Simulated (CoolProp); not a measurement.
Computed with CoolProp (reference Helmholtz-energy equation of state, Lemmon 2006). It is a short technical equation, of lower accuracy than the large ones.

Question: For C3F8 (R218), give the phase and the cp (kJ/(kg K)), cv (kJ/(kg K)), fugacity coefficient at 28.85 °C and 12500 kPa.

Answer: 
- 28.85 °C and 12500 kPa: liquid; cp 1.06, cv 0.790, fugacity coefficient 0.116
